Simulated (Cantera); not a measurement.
Input: 1 mol SiC, 0.0068 mol O2, 150 mol N2, held at 1330 Pa.

Cantera equilibrium calculation (NASA polynomials, part measured and part estimated; ideal gas, pure solids and liquids). Candidate condensed phases: C, Si, SiC, SiO2, Si2N2O, Si3N4; 34 gas species. N2 is the only nitrogen source here; it is nearly inert below about 1500 K, so the nitride shown seldom forms there in practice. Mutual solubility and eutectic melting of coexisting phases are not modelled. Rates play no part.

Q: Which condensed phases are stable at each of these points (T (K)): 1323, 1473, 1623, 1773, 1923, 2073, 2223?

A: 
```
T (K)                    condensed phases  Si condensed (%)
-----  ----------------------------------  ----------------
1323   C(graphite) + Si2N2O(s) + Si3N4(s)             100.0
1473                    SiC(s) + Si3N4(s)             100.0
1623                    SiC(s) + Si3N4(s)              99.7
1773                               SiC(s)              99.1
1923                               SiC(s)              98.6
2073                 C(graphite) + SiC(s)              90.7
2223                 C(graphite) + SiC(s)              24.7
```

At 1323 K the condensed part is C(graphite) + Si2N2O(s) + Si3N4(s). From 1473 K to 1623 K the condensed part is SiC(s) + Si3N4(s). From 1773 K to 1923 K the condensed part is SiC(s). From 2073 K to 2223 K the condensed part is C(graphite) + SiC(s).
